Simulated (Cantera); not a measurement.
Premixed flame

A freely propagating, adiabatic, planar premixed flame of H2 : O2 : N2 : H2O = 1 : 0.926 : 3.48 : 0.085 (molar parts), equivalence ratio 0.54, unburnt at 625 K and 9.87 atm; mixture-averaged transport, grid criteria slope 0.08 and curve 0.16, no radiation.

Detailed kinetics in Cantera: the H2/O2 subset of GRI-Mech 3.0, which has no nitrogen chemistry. The hydrogen kinetics of GRI-Mech 3.0 are dated; newer H2 mechanisms differ, most at raised pressure. Burning velocities carry a grid error of a few per cent, more on coarse grids. Lean hydrogen flames are cellular in practice and burn faster than this planar one.

```tsv
z (mm)	T (K)	u (m/s)	x H2	x O2	x H	x H2O2	x H2O	x O
-0.132	626	0.986	0.175	0.170	<1e-8	3.27e-7	0.0157	<1e-8
-0.0883	633	0.983	0.164	0.172	<1e-8	3.25e-6	0.0168	<1e-8
-0.0662	649	0.994	0.149	0.174	<1e-8	1.44e-5	0.0196	<1e-8
-0.0442	706	1.05	0.123	0.176	<1e-8	6.46e-5	0.0291	2.25e-8
-0.0221	957	1.39	0.0773	0.165	7.95e-6	0.000300	0.0695	8.81e-6
-0.0110	1244	1.79	0.0490	0.145	0.000226	0.000256	0.112	0.000184
0	1542	2.22	0.0241	0.119	0.000923	1.74e-5	0.158	0.000949
0.0110	1728	2.49	0.00992	0.101	0.00104	4.52e-6	0.186	0.00147
0.0221	1819	2.62	0.00431	0.0938	0.000650	2.99e-6	0.198	0.00129
0.0442	1885	2.71	0.00124	0.0905	0.000175	1.65e-6	0.205	0.000626
0.0883	1912	2.75	0.000271	0.0902	2.32e-5	7.29e-7	0.208	0.000177
0.177	1920	2.76	6.39e-5	0.0903	3.63e-6	3.61e-7	0.209	5.54e-5
0.353	1921	2.76	3.70e-5	0.0904	1.90e-6	2.90e-7	0.209	3.63e-5
```
x: mole fraction of selected species; z is measured from the peak of heat release.

| Item | Value |
|---|---|
| laminar burning velocity | 99.1 cm/s |
| thermal thickness | 0.0442 mm |
| peak x(H) | 0.00110 |
| peak x(H2O2) | 0.000340 |
| peak x(O) | 0.00148 |
| grid points | 111 |
